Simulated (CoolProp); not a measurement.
Saturation properties of dodecamethylcyclohexasiloxane (D6).

Model: reference Helmholtz-energy equation of state, Colonna 2008, in CoolProp. It is a short technical equation, of lower accuracy than the large ones.

| T (K) | p (bar) | liquid density (kg/m³) | vapour density (kg/m³) | surface tension (mN/m) |
|---|---|---|---|---|
| 371.3 | 0.006313 | 887.2 | 0.09113 | 13.1 |
| 376.6 | 0.008343 | 881.2 | 0.1188 | 12.7 |
| 382 | 0.01097 | 875.1 | 0.1540 | 12.3 |
| 387.3 | 0.01420 | 869.1 | 0.1968 | 11.9 |
| 392.7 | 0.01830 | 862.9 | 0.2503 | 11.5 |
| 398 | 0.02327 | 856.9 | 0.3143 | 11.1 |
| 403.4 | 0.02946 | 850.6 | 0.3929 | 10.7 |
| 408.7 | 0.03683 | 844.5 | 0.4855 | 10.3 |
| 414.1 | 0.04587 | 838.2 | 0.5976 | 9.96 |
| 419.4 | 0.05649 | 832.0 | 0.7278 | 9.60 |

It boils at 518.1 K under 1 atm.

Surface tension comes from a separate correlation (Mulero 2014).
